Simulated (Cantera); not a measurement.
Thermodynamics of sublimation and decomposition of ceramics, feed Si3N4 + Si + H2

Feed: 1 mol Si3N4, 0.14 mol Si, 0.047 mol H2, at 1.00 bar.

Method: chemical equilibrium by Gibbs-energy minimisation in Cantera with the NASA 1993 tables (ideal gas, pure condensed phases). Candidate condensed phases: Si, Si3N4; 18 gas species. The tables' values for SiN are old estimates; treat these amounts as uncertain. Gases not in the tables: Si2H6 and higher silanes. The numbers say what is thermodynamically allowed, not how fast it happens.

```csv
T (K),x N2,x Si,x H2,x H,x SiN,x Si2,n Si(l)
2323,0.975,0.00114,0.0221,0.00162,0.000151,2.29e-5,3.14
2373,0.974,0.00174,0.0218,0.00206,0.000212,3.81e-5,3.13
2423,0.973,0.00262,0.0215,0.00260,0.000293,6.22e-5,3.13
2473,0.971,0.00387,0.0211,0.00324,0.000400,9.92e-5,3.13
2523,0.968,0.00563,0.0206,0.00399,0.000539,0.000155,3.12
2573,0.965,0.00807,0.0201,0.00487,0.000717,0.000239,3.12
2623,0.961,0.0114,0.0195,0.00587,0.000944,0.000362,3.11
2673,0.955,0.0159,0.0187,0.00701,0.00123,0.000538,3.10
2723,0.948,0.0219,0.0178,0.00827,0.00158,0.000789,3.08
2773,0.938,0.0298,0.0169,0.00965,0.00201,0.00114,3.06
2823,0.926,0.0402,0.0158,0.0111,0.00253,0.00163,3.03
2873,0.910,0.0535,0.0145,0.0127,0.00316,0.00229,2.99
2923,0.890,0.0706,0.0132,0.0142,0.00390,0.00319,2.94
2973,0.866,0.0923,0.0118,0.0158,0.00477,0.00438,2.87
```
x: gas mole fraction; n: condensed amount in mol.

From 2323 K to 2973 K the condensed part is Si(l). The main Si-bearing gas is Si throughout. The share of Si in condensed phases is highest at 2323 K (99.9 %) and lowest at 2973 K (91.5 %).
